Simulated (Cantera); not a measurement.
An isothermal, constant-pressure homogeneous reactor starts with 1.63 % C2H6, 91.4 % H2, 7.01 % N2, at 1500 K and 160 Pa.

Detailed kinetics in Cantera: GRI-Mech 3.0 (53 species, 325 reactions). GRI-Mech 3.0 stops at C3 and has no aromatics, soot or wall deposition, so with more carbon than oxygen in the feed, carbon stays in small species such as C2H2 where larger ones or solid carbon would form. Radical loss at walls, strong at low pressure, is not modelled.

x: mole fraction; the columns are a selection and need not sum to one.

```csv
t (s),x C2H6,x H2,x CH4,x C2H4,x CH2
6.00e-6,0.0163,0.914,1.45e-8,8.21e-12,<1e-12
3.92e-5,0.0163,0.914,6.09e-7,9.54e-10,1.30e-12
0.000256,0.0162,0.913,2.35e-5,6.72e-7,4.35e-10
0.00168,0.0154,0.913,0.000618,0.000266,7.65e-8
0.0110,?,0.905,?,?,?
0.0716,2.21e-6,0.903,0.0189,0.00158,6.41e-7
0.468,1.40e-6,0.904,0.0185,6.26e-5,2.82e-7
3.06,?,0.906,0.0173,?,?
20.0,2.91e-7,0.907,0.0149,1.68e-5,2.99e-8
```

**Question.** What belongs in the gaps?

**Answer.** 
- 0.0110, x C2H6: 0.00336
- 0.0110, x CH4: 0.0135
- 0.0110, x C2H4: 0.00476
- 0.0110, x CH2: 1.74e-6
- 3.06, x C2H6: 6.66e-7
- 3.06, x C2H4: 3.02e-5
- 3.06, x CH2: 8.51e-8
